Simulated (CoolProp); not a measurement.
Oxygen at 377.15 K and 3.39 MPa is throttled through a valve to 0.877 MPa with no heat exchange. Each further row changes one setting.

Computed with CoolProp (reference Helmholtz-energy equation of state, Schmidt 1985).

```csv
case,temperature change (K),final density (kg/m³)
as stated,-4.0,9.05
outlet pressure 0.263 MPa,?,?
outlet pressure 1.14 MPa,?,11.8
```

Question: Complete the blanks.

Answer: 
- outlet pressure 0.263 MPa, temperature change (K): -5.0
- outlet pressure 0.263 MPa, final density (kg/m³): 2.72
- outlet pressure 1.14 MPa, temperature change (K): -3.5

Above 300 K oxygen's equation is extrapolated.
